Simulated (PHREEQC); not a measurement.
**Hard or scaling water: an equilibrium model**

A solution holds 55 mmol/kgw BaCl2 and 1.7 mmol/kgw NaCl, at 65 °C. Closed to the air; pH follows from the charge balance.

Computed with PHREEQC (ion-association model, phreeqc.dat).

Precipitation was switched off in this run.

### Question
What specific conductance, density does the model give?

### Answer
specific conductance 22900 µS/cm; density 0.990 g/cm³.

Complexes and solids missing from the database can't appear. Constants without temperature data keep their 25 °C values here.
